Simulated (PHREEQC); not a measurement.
A solution holds 0.0022 mol/kgw HF, 0.0042 mol/kgw NaF, 0.019 mol/kgw H2SiF6 and 0.11 mol/kgw HCl, at 25 °C. Closed to the air; pH follows from the charge balance.

Computed with PHREEQC (ion-association model, phreeqc.dat).

### Question
The ionic strength comes out as 0.165 mol/kgw. What activity coefficients do SiF6-2, Cl-, H+, HF2-, Na+ get?

### Answer
SiF6-2 0.32, Cl- 0.73, H+ 0.81, HF2- 0.76, Na+ 0.76.

This is a speciation only: nothing precipitates in the calculation. The solution is supersaturated, for example in Quartz (slow to form), Chalcedony (slow to form), so a real one may precipitate; this is no full list. Complexes and solids missing from the database can't appear. SiF6-2 is the database's only silicon fluoride.
